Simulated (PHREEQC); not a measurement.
Consider water at 25 °C with 0.07 mol HF, 0.018 mol KF and 0.0006 mol H2SiF6 per kg of water. Closed to the air; pH follows from the charge balance.

All values are PHREEQC results (ion-association model, wateq4f.dat), not measurements.

This is a speciation only: nothing precipitates in the calculation.

Estimate the pH, ionic strength.

pH 2.61; ionic strength 0.0214 mol/kgw.

In which forms is F present?

HF 56 %, F- 18 %, H2F2 15 %, HF2- 7.1 %, SiF6-2 3.9 % of the F.

wateq4f.dat counts part of the HF as a dimer, H2F2, which phreeqc.dat doesn't know; its constant is uncertain. SiF6-2 is the database's only silicon fluoride.
